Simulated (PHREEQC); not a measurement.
**Arsenic or selenium liquor (model solution)**

Make-up at 25 °C: 0.00069 mol/kgw H2SeO4 and 0.016 mol/kgw NaCl. Closed to the air; pH follows from the charge balance.

The numbers come from PHREEQC with the ion-association model, wateq4f.dat.

This is a speciation only: nothing precipitates in the calculation.

Problem. Predict the pH.

Solution. pH 2.92.

Problem. In which forms is Se present?

Solution. SeO4-2 96 %, HSeO4- 3.6 % of the Se.
